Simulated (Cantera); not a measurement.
Input: 1 mol c-C4F8, 0.16 mol H2, at 100 Torr.

These are equilibrium values from Cantera (NASA tables, ideal gas, pure condensed phases), not measurements of a reactor. Candidate condensed phases: C, C6H6, C7H8, C8H18; 95 gas species. The feed counts by its element totals alone. Gases not in the tables: C2F6 and larger saturated fluorocarbons. Equilibrium is a limit: real reactors are often held back by kinetics, nucleation or transport. All values below are at 1500 °C.

Base state: CF4 0.853, HF 0.143, CF2 0.00336, CF3 0.000753, F 0.000429 (mole fractions); condensed: C(graphite).

What changes in the equilibrium state with this change: c-C4F8 replaced by CCl4?


| species | before | after |
|---|---|---|
| Cl | 0 | 0.484 |
| Cl2 | 0 | 0.404 |
| HCl | 0 | 0.112 |
| CF4 | 0.853 | 0 |
| HF | 0.143 | 0 |
| CF2 | 0.00336 | 0 |
| CF3 | 0.000753 | 0 |
| C(graphite), mol | 2.08 | 1.000 |

What changes in the equilibrium state with this change: pressure from 100 Torr to 10.0 Torr?


| species | before | after |
|---|---|---|
| CF4 | 0.853 | 0.844 |
| HF | 0.143 | 0.142 |
| CF2 | 0.00336 | 0.0106 |
| F | 0.000429 | 0.00240 |
| CF3 | 0.000753 | 0.00133 |
| C(graphite), mol | 2.08 | 2.07 |
